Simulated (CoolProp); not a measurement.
The numbers come from the reference Helmholtz-energy equation of state, Lemmon and Jacobsen 2000 in CoolProp.

**Question.** Give the vapour pressure (bar), enthalpy of vaporisation (kJ/kg), liquid cp (kJ/(kg K)), liquid viscosity (µPa s) of saturated R143a at 274.9, 282.1, 303.6 K.

**Answer.** 
```json
[
 {"T (K)": "274.9", "p (bar)": "6.54", "enthalpy of vaporisation (kJ/kg)": "186", "liquid cp (kJ/(kg K))": "1.50", "liquid viscosity (µPa s)": "140"},
 {"T (K)": "282.1", "p (bar)": "8.11", "enthalpy of vaporisation (kJ/kg)": "179", "liquid cp (kJ/(kg K))": "1.55", "liquid viscosity (µPa s)": "131"},
 {"T (K)": "303.6", "p (bar)": "14.5", "enthalpy of vaporisation (kJ/kg)": "152", "liquid cp (kJ/(kg K))": "1.73", "liquid viscosity (µPa s)": "105"}
]
```

Viscosity comes from a separate model (Klein 1997), an estimate that may be off by 10 % or more.
